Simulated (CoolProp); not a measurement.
The fluid at 279.32 K and 0.326 MPa is throttled through a valve to 0.0315 MPa with no heat exchange. The same conditions are run with several fluids, on thermodynamics alone (safety and materials aside).

Computed with CoolProp (reference Helmholtz-energy equation of state of each fluid (oxygen: Schmidt 1985; R22: Kamei 1995; R143a: Lemmon and Jacobsen 2000; nitrous oxide: Lemmon 2006; R404A: Lemmon 2003)). Blends and air are pseudo-pure fits.

Problem. Rank oxygen, R22, R143a, nitrous oxide, R404A by temperature change (K), highest first.

Solution. oxygen (-0.9), nitrous oxide (-3.8), R404A (-6.8), R143a (-7.4), R22 (-8.3)

```
fluid          final density (kg/m³)
-------------  ---------------------
oxygen                         0.436
R22                             1.22
R143a                           1.18
nitrous oxide                  0.607
R404A                           1.37
```
